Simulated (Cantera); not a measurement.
A jet of 2.97 % CH₄, 18.8 % O₂, 78.2 % N₂, equivalence ratio 0.32 at 300 K and 0.0661 atm hits a platinum plate 3.4 cm away at a mass flux of 0.051 kg/m²/s; the plate temperature is set and raised in steps from an oxygen-covered start.

Computed with Cantera and Deutschmann's 1995 Pt surface mechanism with GRI-Mech 3.0 gas chemistry. Catalytic surfaces can have several steady states; this one follows from the mechanism file's or the stated starting coverage.

x: mole fraction at the wall; θ: surface coverage.

```csv
plate T (K),wall x CH₄,wall x O₂,wall x H₂O,wall x OH,wall x CO,wall x CO₂,θ free Pt,θ O*
850,0.0262,0.181,0.00656,<1e-8,6.76e-6,0.00426,0.133,0.867
900,0.0228,0.173,0.0129,…,8.43e-6,0.00843,0.192,0.807
950,0.0188,0.165,0.0203,…,9.63e-6,0.0133,0.258,0.741
1000,0.0151,0.157,0.0271,…,1.05e-5,0.0178,0.327,0.672
1050,0.0121,0.151,0.0327,…,1.11e-5,0.0214,0.396,0.603
1100,0.00981,0.146,0.0369,…,1.19e-5,0.0242,0.463,0.536
1150,0.00809,0.142,0.0399,…,1.28e-5,0.0262,0.528,0.471
```

### Question
Complete the blanks.

### Answer

- 900, wall x OH: 2.73e-8
- 950, wall x OH: 9.21e-8
- 1000, wall x OH: 2.63e-7
- 1050, wall x OH: 6.60e-7
- 1100, wall x OH: 1.48e-6
- 1150, wall x OH: 3.02e-6
